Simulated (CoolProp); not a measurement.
Model: reference Helmholtz-energy equation of state, Smukala 2000, in CoolProp.

Problem. Give the vapour pressure (MPa), liquid density (kg/m³), enthalpy of vaporisation (kJ/kg), liquid cp (kJ/(kg K)) of saturated ethylene at 198.7, 239.5, 251.1 K.

Solution. 
```json
[
 {"T (K)": "198.7", "p (MPa)": "0.432", "liquid density (kg/m³)": "523", "enthalpy of vaporisation (kJ/kg)": "435", "liquid cp (kJ/(kg K))": "2.52"},
 {"T (K)": "239.5", "p (MPa)": "1.75", "liquid density (kg/m³)": "447", "enthalpy of vaporisation (kJ/kg)": "339", "liquid cp (kJ/(kg K))": "3.03"},
 {"T (K)": "251.1", "p (MPa)": "2.40", "liquid density (kg/m³)": "419", "enthalpy of vaporisation (kJ/kg)": "300", "liquid cp (kJ/(kg K))": "3.41"}
]
```
